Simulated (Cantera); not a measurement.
Thermodynamics of silicon oxide and oxynitride deposition, feed TEOS + CO₂

Feed: 1 mol TEOS, 4.2 mol CO₂, held at 600 K.

These are equilibrium values from Cantera (NASA tables, ideal gas, pure condensed phases), not measurements of a reactor. Candidate condensed phases: C, C₆H₆, C₇H₈, C₈H₁₈, H₂O, Si, SiC, SiO₂; 123 gas species. The feed counts by its element totals alone. Rates play no part.

| P (Pa) | x H₂ | x H₂O | x CO₂ | x CH₄ | x CO | x C₂H₆ | n C(graphite) | n SiO₂(α-quartz) |
|---|---|---|---|---|---|---|---|---|
| 5 | 0.586 | 0.0568 | 0.260 | 0.00162 | 0.0950 | 2.63e-12 | 6.68 | 1.00 |
| 17 | 0.564 | 0.103 | 0.274 | 0.00511 | 0.0529 | 2.71e-11 | 7.30 | 1.00 |
| 59 | 0.512 | 0.174 | 0.271 | 0.0146 | 0.0282 | 2.44e-10 | 7.81 | 1.00 |
| 210 | 0.426 | 0.266 | 0.257 | 0.0360 | 0.0146 | 1.78e-9 | 8.17 | 1.00 |
| 710 | 0.322 | 0.359 | 0.243 | 0.0693 | 0.00770 | 8.77e-9 | 8.30 | 1.00 |
| 2400 | 0.218 | 0.438 | 0.232 | 0.108 | 0.00410 | 3.13e-8 | 8.25 | 1.00 |
| 8400 | 0.134 | 0.496 | 0.226 | 0.142 | 0.00216 | 8.85e-8 | 8.15 | 1.00 |
| 29000 | 0.0779 | 0.532 | 0.223 | 0.166 | 0.00116 | 2.08e-7 | 8.06 | 1.00 |
| 100000 | 0.0438 | 0.553 | 0.222 | 0.181 | 0.000620 | 4.38e-7 | 8.00 | 1.00 |
x: gas mole fraction; n: condensed amount in mol.

From 5.00 Pa to 1.00 bar the condensed part is C(graphite) + SiO₂(α-quartz).
